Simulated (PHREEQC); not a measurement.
Spent oxide etchant: an equilibrium model

A solution holds 0.0013 mol NH4HF2, 0.07 mol (NH4)2SiF6, 0.0041 mol HBF4, 6.3e-05 mol H2SO4 and 0.0071 mol NaHCO3 per kg of water, at 20 °C. Closed to the air; pH follows from the charge balance.

Model: ion-association model, phreeqc.dat, run in PHREEQC.

No solid was allowed to form.

What pH does the model give?

pH 3.45.

In which forms is S present?

SO4-2 67 %, NH4SO4- 32 %, HSO4- 0.8 %, NaSO4- 0.7 % of the S.

The solution is supersaturated, for example in Quartz (slow to form), so a real one may precipitate; this is no full list. Complexes and solids missing from the database can't appear. SiF6-2 is the database's only silicon fluoride. Real BF4- forms and hydrolyses slowly; the run takes it at equilibrium.
